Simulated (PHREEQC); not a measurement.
Make-up at 20 °C: 1.8 mol/kgw H2SO4 and 0.82 mol/kgw MgCl2. Closed to the air; pH follows from the charge balance.

Computed with PHREEQC (Pitzer model, pitzer.dat).

The ionic strength comes out as 5.17 mol/kgw. What activity coefficients do HSO4-, H+, Mg+2, SO4-2, Cl- get?

HSO4- 0.86, H+ 4.2, Mg+2 4.5, SO4-2 0.0032, Cl- 0.59. Single-ion values are on the MacInnes scale.

This is a speciation only: nothing precipitates in the calculation. In brines, pH and single-ion activities rest on the MacInnes convention.
